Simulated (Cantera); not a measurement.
# CO2 + O2 (abatement and gas-phase synthesis)

Charge: 1 mol CO2, a varied amount of O2, at 2002 °C and 1330 Pa.

Equilibrium computed with Cantera from the NASA thermochemical tables; the gas is ideal and each condensed phase is pure. Candidate condensed phases: C; 12 gas species. The numbers say what is thermodynamically allowed, not how fast it happens.

From 0.023 mol O2 to 1.8 mol O2 nothing is condensed. The main C-bearing gas is CO2 throughout.

| n(O2) (mol) | x CO2 | x O2 | x CO | x O |
|---|---|---|---|---|
| 0.023 | 0.698 | 0.106 | 0.184 | 0.0121 |
| 0.048 | 0.695 | 0.121 | 0.172 | 0.0129 |
| 0.099 | 0.683 | 0.151 | 0.151 | 0.0144 |
| 0.21 | 0.649 | 0.213 | 0.121 | 0.0172 |
| 0.43 | 0.574 | 0.318 | 0.0875 | 0.0209 |
| 0.88 | 0.453 | 0.465 | 0.0571 | 0.0253 |
| 1.8 | 0.312 | 0.625 | 0.0339 | 0.0294 |
x: gas mole fraction; nothing condenses.
